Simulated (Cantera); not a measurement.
Cantera run:

```python
import numpy as np
import cantera as ct

gas_names = """
    H HO2 H2 H2O H2O2 O OH O2 O3 Si SiH SiH2 SiH3 SiH4 SiO SiO2 Si2 Si3
""".split()
cond_names = """
    H2O(s) H2O(L) Si(cr) Si(L) SiO2(Lqz) SiO2(hqz) SiO2(L)
""".split()


# ... load() reads the species with a 1 bar reference pressure and builds the phases ...
atoms = {
    'SiO2': {'Si': 1, 'O': 2},
    'Si': {'Si': 1},
    'H2': {'H': 2},
}
top_T = {}  # K; cautious upper limits of use, not melting points


# ... equilibrate(T, P, feed) seeds the gas with the atoms and calls Mixture.equilibrate('TP', solver="vcs", rtol=1e-11, max_steps=5000) ...
results = []
feed = {'SiO2': 1, 'Si': 0.0044, 'H2': 2.2}  # mol
P = 16  # Pa
for T in [1498, 1523, 1548, 1573, 1598, 1623, 1648, 1673, 1698, 1723]:
    mix = equilibrate(T, P, feed)
    results.append((T, P, feed, dict(zip(mix.species_names, mix.species_moles))))
    x = sorted(zip(gas.X, gas.species_names), reverse=True)
    print(f"T = {T:g} K  P = {P:g} Pa  gas = {mix.phase_moles(0):.4g} mol")
    print("   x: " + "  ".join(f"{s} {v:.3e}" for v, s in x if v > 1e-05))
    print("   condensed (mol): " + ("  ".join(f"{mix.phase(i).name} {mix.phase_moles(i):.4g}"
          for i in range(1, mix.n_phases) if mix.phase_moles(i) > 1e-12) or "none"))
```

Output:

```
T = 1498 K  P = 16 Pa  gas = 2.214 mol
   x: H2 9.912e-01  SiO 5.725e-03  H2O 1.750e-03  H 1.353e-03
   condensed (mol): SiO2(hqz) 0.9917
T = 1523 K  P = 16 Pa  gas = 2.217 mol
   x: H2 9.883e-01  SiO 6.916e-03  H2O 2.947e-03  H 1.816e-03
   condensed (mol): SiO2(hqz) 0.9891
T = 1548 K  P = 16 Pa  gas = 2.222 mol
   x: H2 9.843e-01  SiO 8.640e-03  H2O 4.679e-03  H 2.415e-03
   condensed (mol): SiO2(hqz) 0.9852
T = 1573 K  P = 16 Pa  gas = 2.228 mol
   x: H2 9.787e-01  SiO 1.104e-02  H2O 7.090e-03  H 3.180e-03
   condensed (mol): SiO2(hqz) 0.9798
T = 1598 K  P = 16 Pa  gas = 2.237 mol
   x: H2 9.712e-01  SiO 1.429e-02  H2O 1.036e-02  H 4.147e-03
   condensed (mol): SiO2(hqz) 0.9724
T = 1623 K  P = 16 Pa  gas = 2.248 mol
   x: H2 9.613e-01  SiO 1.862e-02  H2O 1.470e-02  H 5.357e-03
   condensed (mol): SiO2(hqz) 0.9626
T = 1648 K  P = 16 Pa  gas = 2.263 mol
   x: H2 9.485e-01  SiO 2.426e-02  H2O 2.037e-02  H 6.856e-03
   condensed (mol): SiO2(hqz) 0.9495
T = 1673 K  P = 16 Pa  gas = 2.282 mol
   x: H2 9.321e-01  SiO 3.154e-02  H2O 2.767e-02  H 8.692e-03  OH 1.241e-05
   condensed (mol): SiO2(hqz) 0.9324
T = 1698 K  P = 16 Pa  gas = 2.307 mol
   x: H2 9.114e-01  SiO 4.077e-02  H2O 3.693e-02  H 1.091e-02  OH 2.273e-05
   condensed (mol): SiO2(L) 0.9104
T = 1723 K  P = 16 Pa  gas = 2.338 mol
   x: H2 8.859e-01  SiO 5.213e-02  H2O 4.832e-02  H 1.357e-02  OH 4.057e-05
   condensed (mol): SiO2(L) 0.8825
```

These are equilibrium values from Cantera (NASA tables, ideal gas, pure condensed phases), not measurements of a reactor. The tables hold silica as quartz up to 1696 K and as liquid above; real silica turns to tridymite and cristobalite and melts near 1996 K.
